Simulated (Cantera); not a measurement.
An adiabatic, constant-pressure homogeneous reactor starts with 21.7 % CO, 1.58 % H₂, 5.20 % O₂, 71.5 % N₂, equivalence ratio 2.2, at 1425 K and 0.237 atm.

Cantera simulation using GRI-Mech 3.0 (53 species, 325 reactions); the numbers are that mechanism's predictions, not measurements.

One state of this run: T (K) = 1818; x CO = 0.151; x H₂ = 0.00242; x O₂ = 0.00898; x NO₂ = 2.38e-9; x HO₂ = 3.47e-7. x: mole fraction; the columns are a selection and need not sum to one.

**Question.** Which value of t (s) does it belong to?
(A) 0.000102
(B) 0.0112
(C) 0.00346
(D) 4.00

**Answer.** C, 0.00346
